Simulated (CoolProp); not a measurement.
Ethanol at 414.02 K and 0.131 MPa is compressed adiabatically to 0.828 MPa with isentropic efficiency 0.85. Each further row changes one setting.

The numbers come from the reference Helmholtz-energy equation of state, Schroeder 2014 in CoolProp.

| case | work (kJ/kg) | final temperature (K) | final density (kg/m³) |
|---|---|---|---|
| as stated | … | … | … |
| efficiency 1 | … | … | … |
| efficiency 0.65 | 226 | … | … |

What belongs in the gaps?


- as stated, work (kJ/kg): 172
- as stated, final temperature (K): 508.4
- as stated, final density (kg/m³): 9.43
- efficiency 1, work (kJ/kg): 147
- efficiency 1, final temperature (K): 497.0
- efficiency 1, final density (kg/m³): 9.70
- efficiency 0.65, final temperature (K): 531.7
- efficiency 0.65, final density (kg/m³): 8.94
